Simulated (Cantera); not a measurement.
A closed system holds: 1 mol toluene, 1.3 mol H2, equilibrated at 0.00133 bar.

Method: chemical equilibrium by Gibbs-energy minimisation in Cantera with the NASA 1993 tables (ideal gas, pure condensed phases). Candidate condensed phases: C, C6H6, C7H8, C8H18; 86 gas species. Ions and electrons are included (thermal ionisation). Rates play no part.

log p: log10 of the partial pressure in bar; n: condensed amount in mol.

| T (°C) | log p H2 | log p H | log p C | log p C3 | log p C2 | log p C2H | log p C2H2 (acetylene) | n C(graphite) |
|---|---|---|---|---|---|---|---|---|
| 1727 | -2.89 | -4.24 | -10.52 | -10.56 | -11.63 | -9.08 | -6.01 | 6.99 |
| 1977 | -2.96 | -3.61 | -8.44 | -8.19 | -9.24 | -7.49 | -5.44 | 6.97 |
| 2227 | -3.17 | -3.19 | -6.78 | -6.30 | -7.34 | -6.30 | -5.14 | 6.91 |
| 2477 | -3.62 | -2.97 | -5.42 | -4.77 | -5.79 | -5.46 | -5.17 | 6.46 |
| 2727 | -4.39 | -3.00 | -4.36 | -3.70 | -4.63 | -5.09 | -5.72 | 0 |
| 2977 | -5.03 | -3.01 | -3.82 | -3.86 | -4.36 | -5.49 | -6.89 | 0 |
| 3227 | ? | -3.05 | ? | ? | -4.34 | ? | ? | 0 |
| 3477 | -6.17 | -3.09 | -3.32 | -5.23 | -4.67 | -6.93 | -9.61 | 0 |
| 3727 | -6.59 | -3.09 | -3.29 | -6.31 | -5.15 | -7.83 | -11.02 | 0 |
| 3977 | -6.95 | -3.09 | -3.28 | -7.33 | -5.60 | -8.67 | -12.29 | 0 |
| 4227 | ? | -3.10 | -3.28 | ? | ? | ? | ? | 0 |
| 4477 | -7.55 | -3.10 | -3.28 | -9.06 | -6.39 | -10.09 | -14.44 | 0 |
| 4727 | -7.81 | -3.10 | -3.28 | -9.80 | -6.73 | -10.70 | <-14 | 0 |

Question: What belongs in the gaps?

Answer: 
- 3227, log p H2: -5.65
- 3227, log p C: -3.46
- 3227, log p C3: -4.32
- 3227, log p C2H: -6.08
- 3227, log p C2H2 (acetylene): -8.17
- 4227, log p H2: -7.27
- 4227, log p C3: -8.24
- 4227, log p C2: -6.02
- 4227, log p C2H: -9.41
- 4227, log p C2H2 (acetylene): -13.42
